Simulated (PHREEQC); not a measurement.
A column of 0.5 m (40 cells, dispersivity 0.025 m, 60 s a shift, diffusion coefficient 3e-10 m²/s) holds 0.15 eq of the database's cation exchanger X per kg of pore water, first in equilibrium with 0.011 mol/kgw MgCl2, 0.026 mol/kgw (NH4)2SO4 and 1e-05 mol/kgw HCl. It is flushed with 11 mmol/kgw CaCl2, 34 mmol/kgw KCl and 0.01 mmol/kgw HCl, at 15 °C. Values are for the last cell. CO2 from the air is kept out. Nothing may precipitate in this run.

Computed with PHREEQC (ion-association model, phreeqc.dat).

| pore volumes | K in solution (mol/kgw) | S in solution (mol/kgw) | Ca in solution (mol/kgw) | NH4 in solution (mol/kgw) |
|---|---|---|---|---|
| 0 | 0 | 0.0260 | 0 | 0.0520 |
| 0.2625 | 0 | 0.0260 | 0 | 0.0520 |
| 0.7625 | 1.07e-8 | (withheld) | 1.02e-11 | 0.0501 |
| 1.012 | (withheld) | 0.0110 | (withheld) | 0.0473 |
| 1.512 | 0.000110 | 0.00176 | (withheld) | 0.0442 |
| 1.762 | 0.000457 | 0.000592 | (withheld) | 0.0433 |
| 2.013 | 0.00133 | 0.000188 | 4.60e-6 | 0.0419 |
| 2.513 | 0.00567 | 1.70e-5 | 7.72e-5 | 0.0361 |
| 2.763 | 0.00923 | 4.96e-6 | 0.000228 | 0.0316 |
| 3.263 | 0.0178 | 4.06e-7 | 0.00116 | 0.0216 |
| 3.513 | 0.0220 | 1.15e-7 | 0.00206 | 0.0168 |
| 3.763 | 0.0257 | 3.23e-8 | 0.00321 | 0.0127 |
| 4.263 | 0.0306 | 2.53e-9 | 0.00576 | 0.00659 |
| 4.513 | 0.0321 | 7.05e-10 | 0.00690 | 0.00461 |
| 4.763 | 0.0330 | 1.96e-10 | 0.00786 | 0.00318 |
| 5.263 | 0.0339 | 1.52e-11 | 0.00923 | 0.00147 |
| 5.513 | 0.0341 | 4.21e-12 | 0.00969 | 0.000993 |
| 6.013 | 0.0342 | 3.24e-13 | 0.0103 | 0.000447 |
| 6.263 | 0.0342 | 8.99e-14 | 0.0105 | 0.000299 |
| 6.513 | 0.0342 | 2.49e-14 | 0.0106 | (withheld) |
| 7.013 | 0.0341 | 0 | 0.0108 | 8.84e-5 |
| 7.263 | 0.0341 | 0 | 0.0108 | 5.87e-5 |
| 7.763 | 0.0341 | 0 | 0.0109 | 2.59e-5 |
| 8.012 | 0.0341 | 0 | 0.0109 | 1.72e-5 |

Q: What belongs in the gaps?

A: 
- 0.7625, S in solution (mol/kgw): 0.0199
- 1.012, K in solution (mol/kgw): 9.50e-7
- 1.012, Ca in solution (mol/kgw): 7.47e-10
- 1.512, Ca in solution (mol/kgw): 1.10e-7
- 1.762, Ca in solution (mol/kgw): 7.96e-7
- 6.513, NH4 in solution (mol/kgw): 0.000199

Species that the database lacks are ignored.
